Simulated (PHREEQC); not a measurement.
Solution (45 °C): 0.041 mol HF, 0.0054 mol KF and 4.1e-05 mol H2SiF6 per kg of water. Closed to the air; pH follows from the charge balance.

All values are PHREEQC results (ion-association model, wateq4f.dat), not measurements.

This is a speciation only: nothing precipitates in the calculation.

### Question
Order these F species by the share of F that they hold, largest first: HF, F-, SiF6-2, H2F2, HF2-.

### Answer
HF (74 %), F- (15 %), H2F2 (6.3 %), HF2- (4.4 %), SiF6-2 (0.53 %)

The pH is 2.60 and the ionic strength 0.00816 mol/kgw. Species that the database lacks are ignored. wateq4f.dat counts part of the HF as a dimer, H2F2, which phreeqc.dat doesn't know; its constant is uncertain. At this temperature some constants are extrapolated from 25 °C, and those without enthalpy data are left unchanged. SiF6-2 is the database's only silicon fluoride.
